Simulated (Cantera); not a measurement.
An isothermal, constant-pressure homogeneous reactor starts with 17.6 % H2, 54.9 % O2, 27.5 % N2, at 1075 K and 0.760 atm.

Cantera simulation using the H2/O2 subset of GRI-Mech 3.0, which has no nitrogen chemistry; the numbers are that mechanism's predictions, not measurements. The temperature is held fixed by assumption; the heat of reaction is taken as removed at once.

x: mole fraction; the columns are a selection and need not sum to one.

```json
[
 {"t (s)": "0.000100", "x H2": "0.0290", "x O2": "0.511", "x H2O": "0.160", "x OH": "0.00121", "x H": "[?]"},
 {"t (s)": "0.000282", "x H2": "0.0127", "x O2": "0.509", "x H2O": "0.179", "x OH": "8.71e-5", "x H": "[?]"},
 {"t (s)": "0.000793", "x H2": "0.00943", "x O2": "0.508", "x H2O": "0.182", "x OH": "2.12e-5", "x H": "[?]"},
 {"t (s)": "0.00223", "x H2": "0.00628", "x O2": "0.507", "x H2O": "0.186", "x OH": "1.58e-5", "x H": "[?]"},
 {"t (s)": "0.00629", "x H2": "0.00280", "x O2": "0.507", "x H2O": "0.190", "x OH": "1.06e-5", "x H": "[?]"},
 {"t (s)": "0.0177", "x H2": "0.000764", "x O2": "0.506", "x H2O": "0.192", "x OH": "5.57e-6", "x H": "[?]"},
 {"t (s)": "0.0499", "x H2": "0.000159", "x O2": "0.506", "x H2O": "0.193", "x OH": "2.17e-6", "x H": "[?]"},
 {"t (s)": "0.140", "x H2": "3.21e-5", "x O2": "0.506", "x H2O": "0.193", "x OH": "8.18e-7", "x H": "4.38e-10"},
 {"t (s)": "0.395", "x H2": "4.45e-6", "x O2": "0.506", "x H2O": "0.193", "x OH": "4.43e-7", "x H": "3.50e-11"},
 {"t (s)": "1.11", "x H2": "4.64e-8", "x O2": "0.506", "x H2O": "0.193", "x OH": "5.36e-7", "x H": "<1e-12"},
 {"t (s)": "3.13", "x H2": "2.20e-10", "x O2": "0.506", "x H2O": "0.193", "x OH": "8.07e-7", "x H": "<1e-12"},
 {"t (s)": "8.83", "x H2": "2.18e-10", "x O2": "0.506", "x H2O": "0.193", "x OH": "8.33e-7", "x H": "<1e-12"},
 {"t (s)": "24.9", "x H2": "2.18e-10", "x O2": "0.506", "x H2O": "0.193", "x OH": "8.33e-7", "x H": "<1e-12"},
 {"t (s)": "70.0", "x H2": "2.18e-10", "x O2": "0.506", "x H2O": "0.193", "x OH": "8.33e-7", "x H": "<1e-12"}
]
```

### Question
What belongs in the gaps?

### Answer

- 0.000100, x H: 0.000711
- 0.000282, x H: 1.89e-5
- 0.000793, x H: 3.41e-6
- 0.00223, x H: 1.69e-6
- 0.00629, x H: 5.04e-7
- 0.0177, x H: 7.06e-8
- 0.0499, x H: 5.61e-9
